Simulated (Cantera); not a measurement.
Predominance diagram of Sr at 1152 °C against the partial pressures of O₂ and Cl₂ (log10, bar). Source: NASA polynomial tables (part measured, part estimated), evaluated in Cantera. Candidates: Sr(l), SrCl₂(l), SrO(s). Only these pure phases compete in this equilibrium. Not in the tables: the peroxide, oxide halides.

Task: Which phase is stable at these pairs, and which metal-bearing vapour leads over it? (-1.4, 0); (-4.1, -16.1); (-16.4, -6.4); (-25.9, 0); (-1.4, -3.2); (-12.3, -19.3); (-28.6, 0)

Result: 
```json
[
 {"log p(O₂)": "-1.4", "log p(Cl₂)": "0", "phase": "SrCl₂(l)", "chief vapour": "SrCl₂", "log p (bar)": "-3.9"},
 {"log p(O₂)": "-4.1", "log p(Cl₂)": "-16.1", "phase": "SrO(s)", "chief vapour": "SrCl₂", "log p (bar)": "-11.6"},
 {"log p(O₂)": "-16.4", "log p(Cl₂)": "-6.4", "phase": "SrCl₂(l)", "chief vapour": "SrCl₂", "log p (bar)": "-3.9"},
 {"log p(O₂)": "-25.9", "log p(Cl₂)": "0", "phase": "SrCl₂(l)", "chief vapour": "SrCl₂", "log p (bar)": "-3.9"},
 {"log p(O₂)": "-1.4", "log p(Cl₂)": "-3.2", "phase": "SrCl₂(l)", "chief vapour": "SrCl₂", "log p (bar)": "-3.9"},
 {"log p(O₂)": "-12.3", "log p(Cl₂)": "-19.3", "phase": "SrO(s)", "chief vapour": "SrCl₂", "log p (bar)": "-10.7"},
 {"log p(O₂)": "-28.6", "log p(Cl₂)": "0", "phase": "SrCl₂(l)", "chief vapour": "SrCl₂", "log p (bar)": "-3.9"}
]
```
